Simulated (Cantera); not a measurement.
Charge: 1 mol C3H6, 0.61 mol NH3, 3.7 mol H2, equilibrated at 1325 °C.

Cantera equilibrium calculation (NASA polynomials, part measured and part estimated; ideal gas, pure solids and liquids). Candidate condensed phases: C, C6H6, C7H8, C8H18; 92 gas species. The ideal-gas law is rough above about 30 bar. Equilibrium is a limit: real reactors are often held back by kinetics, nucleation or transport.

x: gas mole fraction; n: condensed amount in mol.

```csv
P (Pa),x H2,x CH4,x N2,x H,x NH3,n C(graphite)
10,0.956,1.51e-7,0.0382,0.00520,8.58e-10,3.00
46,0.959,6.96e-7,0.0383,0.00243,3.97e-9,3.00
220,0.960,?,0.0383,?,?,3.00
1000,0.961,1.52e-5,0.0383,0.000522,8.65e-8,3.00
4600,0.961,6.99e-5,0.0383,0.000243,3.98e-7,3.00
22000,0.961,?,0.0383,?,?,2.99
100000,0.960,0.00152,0.0384,5.21e-5,8.64e-6,2.98
460000,0.954,0.00689,0.0386,2.42e-5,3.95e-5,2.94
2200000,0.929,0.0312,0.0394,1.09e-5,0.000183,2.76
10000000,0.840,0.116,0.0425,4.88e-6,0.000744,2.17
```

Some entries are withheld; supply them.


- 22000, x CH4: 0.000334
- 22000, x H: 0.000111
- 22000, x NH3: 1.90e-6
- 220, x CH4: 3.34e-6
- 220, x H: 0.00111
- 220, x NH3: 1.90e-8
